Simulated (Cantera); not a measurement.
Feed: 1 mol PbO, 0.39 mol H₂, held at 1330 Pa.

Cantera equilibrium calculation (NASA polynomials, part measured and part estimated; ideal gas, pure solids and liquids). Candidate condensed phases: H₂O, Pb, PbO, PbO₂, Pb₃O₄; 12 gas species. Each liquid is taken as pure. Mutual solubility and eutectic melting of coexisting phases are not modelled. Gases not in the tables: (PbO)n polymers. Kinetics and transport are ignored.

**Question.** Which condensed phases are stable at each of these points (T (°C)): 275, 375, 475, 575, 675, 775, 875, 975, 1075, 1175, 1275, 1375?

**Answer.** 
| T (°C) | condensed phases | Pb condensed (%) |
|---|---|---|
| 275 | Pb(s) + PbO(red) | 100.0 |
| 375 | Pb(l) + PbO(red) | 100.0 |
| 475 | Pb(l) + PbO(red) | 100.0 |
| 575 | Pb(l) + PbO(yellow) | 100.0 |
| 675 | Pb(l) + PbO(yellow) | 100.0 |
| 775 | Pb(l) + PbO(yellow) | 99.9 |
| 875 | Pb(l) + PbO(yellow) | 99.1 |
| 975 | Pb(l) + PbO(l) | 95.1 |
| 1075 | Pb(l) + PbO(l) | 70.1 |
| 1175 | PbO(l) | 21.8 |
| 1275 | gas only | 0.0 |
| 1375 | gas only | 0.0 |

At 275 °C the condensed part is Pb(s) + PbO(red). From 375 °C to 475 °C the condensed part is Pb(l) + PbO(red). From 575 °C to 875 °C the condensed part is Pb(l) + PbO(yellow). From 975 °C to 1075 °C the condensed part is Pb(l) + PbO(l). At 1175 °C the condensed part is PbO(l). From 1275 °C to 1375 °C nothing is condensed.
